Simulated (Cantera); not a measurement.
What does this Cantera script print?

```python
import numpy as np
import cantera as ct

gas_names = """
    H HO2 H2 H2O H2O2 O OH O2 O3 Pb PbO Pb2
""".split()
cond_names = """
    H2O(s) H2O(L) Pb(cr) Pb(L) PbO(rd) PbO(yw) PbO(L) PbO2(s) Pb3O4(s)
""".split()


# ... load() reads the species with a 1 bar reference pressure and builds the phases ...
atoms = {
    'PbO': {'Pb': 1, 'O': 1},
    'H2': {'H': 2},
}
top_T = {'Pb3O4(s)': 820}  # K; cautious upper limits of use, not melting points


# ... equilibrate(T, P, feed) seeds the gas with the atoms and calls Mixture.equilibrate('TP', solver="vcs", rtol=1e-11, max_steps=5000) ...
results = []
feed = {'PbO': 1, 'H2': 0.059}  # mol
P = 133.322  # Pa
for T in [500, 650, 800, 950, 1100, 1250, 1400, 1550]:
    mix = equilibrate(T, P, feed)
    results.append((T, P, feed, dict(zip(mix.species_names, mix.species_moles))))

top = {s: max(r[3][s] / sum(r[3][g] for g in gas_names) for r in results) for s in gas_names}
cols = sorted((s for s in top if top[s] > 0.001), key=lambda s: -top[s])[:7]
seen = [c for c in cond_names if any(r[3].get(c, 0) > 1e-12 for r in results)]
print("log10 of partial pressures in bar; condensed amounts in mol")
print(f"{'T/K':>10s}" + "".join(f"{s[:9]:>10s}" for s in cols + seen))
for T, P, feed, n in results:
    ng = sum(n[g] for g in gas_names)
    print(f"{T:10.4g}" + "".join(f"{np.log10(max(n[s] / ng * P / 1e5, 1e-99)):10.3f}" for s in cols)
          + "".join(f"{n.get(c, 0):10.4g}" for c in seen))
```

Result:

```
log10 of partial pressures in bar; condensed amounts in mol
       T/K       H2O       PbO        Pb        O2    Pb(cr)     Pb(L)   PbO(rd)   PbO(yw)    PbO(L)
       500    -2.875   -21.280   -14.655   -35.362     0.059         0     0.941         0         0
       650    -2.875   -14.406   -10.029   -24.820         0     0.059     0.941         0         0
       800    -2.875   -10.155    -7.212   -18.171         0   0.05899         0     0.941         0
       950    -2.877    -7.278    -5.298   -13.653         0   0.05877         0     0.941         0
      1100    -2.919    -5.208    -3.917   -10.389         0   0.05306         0    0.9407         0
      1250    -3.240    -3.738    -3.240    -7.367         0         0         0         0    0.9223
      1400    -4.159    -3.029    -3.617    -4.065         0         0         0         0         0
      1550    -4.187    -3.144    -3.411    -3.792         0         0         0         0         0
```

Method: chemical equilibrium by Gibbs-energy minimisation in Cantera with the NASA 1993 tables (ideal gas, pure condensed phases). Mutual solubility and eutectic melting of coexisting phases are not modelled. Gases not in the tables: (PbO)n polymers.
